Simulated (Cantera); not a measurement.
**Cu + O2 + CO (metals in furnace atmospheres)**

Charge: 1 mol Cu, 0.39 mol O2, 0.94 mol CO, equilibrated at 0.000420 bar.

Equilibrium computed with Cantera from the NASA thermochemical tables; the gas is ideal and each condensed phase is pure. Candidate condensed phases: C, Cu, CuO, Cu2O; 15 gas species. Kinetics and transport are ignored.

From 1000 K to 1300 K the condensed part is Cu(s). From 1400 K to 1700 K the condensed part is Cu(l). The main Cu-bearing gas is Cu throughout.

```
T (K)  log p CO2  log p Cu  log p CO  log p Cu2  log p O2  log p O  log p CuO  n Cu(s)  n Cu(l)
-----  ---------  --------  --------  ---------  --------  -------  ---------  -------  -------
1000       -3.46    -10.81     -4.15       <-15      <-15     <-15       <-15     1.00        0
1100       -3.46     -9.23     -4.15     -14.32      <-15     <-15       <-15    1.000        0
1200       -3.46     -7.91     -4.15     -12.46    -14.14   -14.67       <-15    1.000        0
1300       -3.46     -6.80     -4.15     -10.89    -12.25   -12.88     -13.46    1.000        0
1400       -3.46     -5.87     -4.15      -9.58    -10.64   -11.34     -11.81        0    0.997
1500       -3.47     -5.08     -4.15      -8.49     -9.24   -10.01     -10.40        0    0.981
1600       -3.50     -4.40     -4.19      -7.55     -8.03    -8.85      -9.18        0    0.902
1700       -3.67     -3.80     -4.35      -6.72     -6.96    -7.83      -8.10        0    0.426
```
log p: log10 of the partial pressure in bar; n: condensed amount in mol.
